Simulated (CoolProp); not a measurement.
The numbers come from the reference Helmholtz-energy equation of state, Lemmon 2006 in CoolProp. It is a short technical equation, of lower accuracy than the large ones.

Task: For carbonyl sulfide, give the phase and the density (kg/m³), fugacity coefficient at 205.2 K and 2.05 MPa.

Result: 
- 205.2 K and 2.05 MPa: liquid; density 1210, fugacity coefficient 0.0209
